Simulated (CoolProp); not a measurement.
The numbers come from the reference Helmholtz-energy equation of state, Akasaka 2023 in CoolProp.

**Question.** Give the vapour pressure (MPa), liquid density (kg/m³), vapour density (kg/m³), enthalpy of vaporisation (kJ/kg) of saturated R1336mzz(E) at 29.65 °C.

**Answer.** 
| T (°C) | p (MPa) | liquid density (kg/m³) | vapour density (kg/m³) | enthalpy of vaporisation (kJ/kg) |
|---|---|---|---|---|
| 29.65 | 0.227 | 1310 | 16.2 | 142 |
